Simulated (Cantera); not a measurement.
What does this Cantera script print?

```python
import numpy as np
import cantera as ct

gas = ct.Solution("gri30.yaml")
gas.TPX = 1525, 2200, {'CH4': 0.038, 'H2': 1}
reactor = ct.IdealGasConstPressureReactor(gas, energy="off", clone=False)
net = ct.ReactorNet([reactor])
net.rtol, net.atol = 1e-08, 1e-18
show = ['CH4', 'H2', 'CH3', 'C2H', 'C2H6', 'C2H4', 'CH2']
times = np.geomspace(5e-06, 3, 13)

steps = ct.SolutionArray(gas, extra=["t"])
rows = []
print(f"{'t/s':>10s}{'T/K':>9s}{'P/Pa':>11s}" + "".join(f"{s:>11s}" for s in show))
for t in times:
    while net.time < t:
        t_next = net.step()
        steps.append(gas.state, t=t_next)
    rows.append([np.interp(t, steps.t, y) for y in (steps.T, steps.P, *steps(*show).X.T)])
    print(f"{t:10.3e}{rows[-1][0]:9.1f}{rows[-1][1]:11.4g}" + "".join(f"{x:11.3e}" for x in rows[-1][2:]))
rate = np.gradient(steps.T, steps.t)
print("integrator steps:", len(steps.t))
if steps.T.max() > steps.T[0] + 200:
    print(f"time of steepest temperature rise: {steps.t[rate.argmax()]:.4e} s")
gas.TPX = 1525, 2200, {'CH4': 0.038, 'H2': 1}
gas.equilibrate("TP")
print(f"equilibrium (TP): T = {gas.T:.1f} K  " + "  ".join(f"{s} {gas[s].X[0]:.3e}" for s in show))
```

It prints:

```
       t/s      T/K       P/Pa        CH4         H2        CH3        C2H       C2H6       C2H4        CH2
 5.000e-06   1525.0       2200  3.661e-02  9.634e-01  4.083e-09  8.066e-36  1.731e-18  2.383e-19  3.841e-18
 1.515e-05   1525.0       2200  3.661e-02  9.634e-01  1.213e-08  2.143e-33  4.481e-17  8.518e-18  4.162e-17
 4.592e-05   1525.0       2200  3.661e-02  9.634e-01  3.534e-08  1.155e-30  1.222e-15  4.680e-16  5.329e-16
 1.392e-04   1525.0       2200  3.661e-02  9.634e-01  1.029e-07  5.233e-28  3.298e-14  2.074e-14  7.337e-15
 4.217e-04   1525.0       2200  3.661e-02  9.634e-01  3.062e-07  1.789e-25  8.990e-13  7.118e-13  8.919e-14
 1.278e-03   1525.0       2200  3.661e-02  9.634e-01  9.223e-07  5.249e-23  2.412e-11  2.138e-11  9.190e-13
 3.873e-03   1525.0       2200  3.661e-02  9.634e-01  2.788e-06  1.533e-20  6.055e-10  6.112e-10  8.770e-12
 1.174e-02   1525.0       2200  3.660e-02  9.634e-01  8.423e-06  5.067e-18  1.251e-08  1.733e-08  8.100e-11
 3.557e-02   1525.0       2200  3.658e-02  9.634e-01  2.508e-05  2.168e-15  1.635e-07  4.996e-07  7.165e-10
 1.078e-01   1525.0       2200  3.651e-02  9.633e-01  6.575e-05  8.211e-13  9.808e-07  1.039e-05  4.856e-09
 3.267e-01   1525.0       2200  3.616e-02  9.635e-01  9.652e-05  3.783e-11  1.782e-06  3.834e-05  1.043e-08
 9.899e-01   1525.0       2200  3.500e-02  9.640e-01  9.501e-05  2.020e-10  1.712e-06  4.057e-05  1.045e-08
 3.000e+00   1525.0       2200  3.185e-02  9.657e-01  8.766e-05  6.573e-10  1.445e-06  4.181e-05  9.798e-09
integrator steps: 397
equilibrium (TP): T = 1525.0 K  CH4 1.795e-03  H2 9.813e-01  CH3 5.895e-06  C2H 5.936e-09  C2H6 1.228e-08  C2H4 7.951e-05  CH2 8.172e-10
```

Detailed kinetics in Cantera: GRI-Mech 3.0 (53 species, 325 reactions). GRI-Mech 3.0 stops at C3 and has no aromatics, soot or wall deposition, so with more carbon than oxygen in the feed, carbon stays in small species such as C2H2 where larger ones or solid carbon would form. Radical loss at walls, strong at low pressure, is not modelled.
